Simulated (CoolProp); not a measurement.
Vapour-liquid equilibrium of propane (1) + R113 (2) at 65.25 °C; x and y are mole fractions of (1).

Computed with CoolProp (multi-fluid Helmholtz-energy mixture model, Lemmon 2009 and Marx 1992; pair parameters Bell 2016).

**Question.** Give the bubble pressure and the first vapour's composition at x = 0.05, 0.45, 0.95. Is there an azeotrope?

**Answer.** x = 0.05: 2.800 bar, y = 0.382; x = 0.45: 11.03 bar, y = 0.875; x = 0.95: 22.06 bar, y = 0.988. No azeotrope shows between x = 0.05 and 0.95.

Pair parameters are fitted to limited data, so mixtures are less certain than the pure fluids.
